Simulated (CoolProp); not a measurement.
Vapour-liquid equilibrium of propane (1) + R114 (2) at 13.95 °C; x and y are mole fractions of (1).

Computed with CoolProp (multi-fluid Helmholtz-energy mixture model, Lemmon 2009 and Platzer 1990; pair parameters Bell 2016). This equation is an older, rougher fit; its heat capacities, sound speeds and derivatives of the liquid may be far off and weren't checked against measurements.

```tsv
x	bubble pressure (bar)	y at the bubble point	dew pressure at overall composition x (bar)	liquid density (mol/L)
0.05	1.886	0.242	1.549	8.811
0.15	2.623	0.495	1.708	9.029
0.25	3.273	0.628	1.903	9.258
0.35	3.858	0.714	2.145	9.500
0.45	4.393	0.776	2.455	9.756
0.55	4.896	0.825	2.860	10.03
0.65	5.381	0.868	3.406	10.32
0.75	5.861	0.906	4.157	10.63
0.85	6.347	0.943	5.174	10.97
0.95	6.848	0.981	6.434	11.35
```

No azeotrope shows between x = 0.05 and 0.95.

Pair parameters are fitted to limited data, so mixtures are less certain than the pure fluids.
